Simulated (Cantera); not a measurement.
Input: 1 mol SiH4, 0.15 mol O3, 1.7 mol H2, at 890 Pa.

Equilibrium computed with Cantera from the NASA thermochemical tables; the gas is ideal and each condensed phase is pure. Candidate condensed phases: H2O, Si, SiO2; 18 gas species. Mutual solubility and eutectic melting of coexisting phases are not modelled. The tables hold silica as quartz up to 1696 K and as liquid above; real silica turns to tridymite and cristobalite and melts near 1996 K. Kinetics and transport are ignored.

Question: Which condensed phases are stable at each of these points (T (K)): 1198, 1273, 1348, 1423, 1498, 1573, 1648?

Answer: 
```
T (K)        condensed phases  Si condensed (%)
-----  ----------------------  ----------------
1198   Si(s) + SiO2(β-quartz)             100.0
1273   Si(s) + SiO2(β-quartz)              99.8
1348   Si(s) + SiO2(β-quartz)              99.0
1423   Si(s) + SiO2(β-quartz)              95.0
1498   Si(s) + SiO2(β-quartz)              78.0
1573                    Si(s)              55.0
1648                    Si(s)              55.0
```

From 1198 K to 1498 K the condensed part is Si(s) + SiO2(β-quartz). From 1573 K to 1648 K the condensed part is Si(s).
